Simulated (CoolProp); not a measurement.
Properties of n-undecane at several states (Tc = 638.8 K, pc = 19.90 bar, ω = 0.539).

Computed with CoolProp (reference Helmholtz-energy equation of state, Aleksandrov 2011). It is a short technical equation, of lower accuracy than the large ones.

```json
[
 {"T (K)": "380.1", "p (bar)": "4.34", "phase": "liquid", "Z": "0.03184", "cp (kJ/(kg K))": "2.515", "speed of sound (m/s)": "962.1", "isothermal compressibility (1/MPa)": "0.001903", "expansivity (1/kK)": "1.157"},
 {"T (K)": "346.8", "p (bar)": "33.7", "phase": "liquid", "Z": "0.2600", "cp (kJ/(kg K))": "2.382", "speed of sound (m/s)": "1102", "isothermal compressibility (1/MPa)": "0.001405", "expansivity (1/kK)": "1.060"},
 {"T (K)": "545.8", "p (bar)": "87.5", "phase": "liquid", "Z": "0.5415", "cp (kJ/(kg K))": "3.120", "speed of sound (m/s)": "587.7", "isothermal compressibility (1/MPa)": "0.005945", "expansivity (1/kK)": "1.538"}
]
```
